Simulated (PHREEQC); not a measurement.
A solution holds 0.15 mol KCl per kg of water, at 81 °C. Closed to the air; pH follows from the charge balance.

Equilibrium calculation in PHREEQC: ion-association model, phreeqc.dat.

```json
[
 {"quantity": "pH", "before": "6.26", "after": "9.59"},
 {"quantity": "ionic strength (mol/kgw)", "before": "0.150", "after": "0.151"},
 {"quantity": "SI of Sylvite (KCl)", "before": "-3.08", "after": "-3.08"}
]
```

### Question
Name the change that produced these shifts.
(A) 0.059 mol/kgw NH3 added
(B) temperature from 81 to 50 °C
(C) 0.082 mol/kgw LiOH added
(D) diluted 10-fold with water

### Answer
A, 0.059 mol/kgw NH3 added

This is a speciation only: nothing precipitates in the calculation. Constants without temperature data keep their 25 °C values here.
